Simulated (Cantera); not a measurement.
A counterflow diffusion flame at 101000 Pa, nozzles 20 mm apart: fuel side CH₃OH = 1 (molar parts) at 600 K, oxidiser side O₂ : N₂ = 0.22 : 0.78 (molar parts) at 723 K, fuel mass flux 0.97 times the oxidiser's; mixture-averaged transport, no radiation.

Computed with Cantera and GRI-Mech 3.0 (53 species, 325 reactions). GRI-Mech 3.0 was tuned for natural gas; its chemistry of methanol as a main component is partial and can be far from experiment. GRI-Mech 3.0 has no aromatics or soot, which form on the fuel side of real flames. The maximum strain rate includes the flame's own expansion and is several times the mean.

x: mole fraction; the columns are a selection and need not sum to one.

| oxidiser flux (kg/m²/s) | max strain (1/s) | mean strain (1/s) | T max (K) | peak x OH | peak x H | peak x NO | peak x CO | peak x C₂H₂ |
|---|---|---|---|---|---|---|---|---|
| 0.25 | 196 | 44.3 | 2293 | 0.0134 | 0.00777 | 0.000263 | 0.207 | 0.000122 |
| 0.39 | 293 | 69.1 | 2243 | 0.0138 | 0.00898 | 0.000173 | 0.205 | 0.000167 |
| 0.6 | 434 | 106 | 2188 | 0.0139 | 0.0102 | 0.000114 | 0.202 | 0.000223 |
| 0.92 | 642 | 163 | 2127 | 0.0138 | 0.0115 | 7.77e-5 | 0.198 | 0.000289 |
| 1.4 | 950 | 248 | 2069 | 0.0136 | 0.0127 | 5.76e-5 | 0.194 | 0.000364 |
| 2.2 | … | 390 | 2011 | 0.0133 | 0.0140 | … | 0.191 | … |
| 3.4 | … | 602 | 1949 | 0.0127 | 0.0150 | … | 0.186 | … |

Question: Complete the blanks.

Answer: 
- 2.2, max strain (1/s): 1460
- 2.2, peak x NO: 4.47e-5
- 2.2, peak x C₂H₂: 0.000452
- 3.4, max strain (1/s): 2210
- 3.4, peak x NO: 3.48e-5
- 3.4, peak x C₂H₂: 0.000517
